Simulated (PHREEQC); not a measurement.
Consider water at 25 °C with 0.014 mol KOH, 0.0011 mol Na2SiO3 and 0.15 mol (CH3)4NCl per kg of water. It is in equilibrium with CO2 at log p = -3.4 (atm). Otherwise closed; pH follows from the charge balance.

All values are PHREEQC results (ion-association model, wateq4f.dat), not measurements.

```
quantity                    before    after
------------------------  --------  -------
pH                            9.18     8.20
ionic strength (mol/kgw)     0.168    0.191
HCO3- (mol/kgw)             0.0120  0.00127
CO3-2 (mol/kgw)            0.00195  2.25e-5
H4SiO4 (mol/kgw)          0.000836  0.00106
H3SiO4- (mol/kgw)         0.000264  3.60e-5
SI of SiO2(a) (SiO2)         -0.34    -0.24
```

Question: What was changed between the two runs?
A. (CH3)4NCl from 0.15 to 0.3 mol/kgw
B. KOH from 0.014 to 0.0126 mol/kgw
C. 0.014 mol/kgw NH4HSO4 added
D. temperature from 25 to 70 °C

Answer: C, 0.014 mol/kgw NH4HSO4 added

No solid was allowed to form. Some of these states are supersaturated (in Quartz (slow to form), Chalcedony (slow to form), for instance). (CH3)4N+ isn't in the database: it is added as a free cation with an ion size of 4 Å.
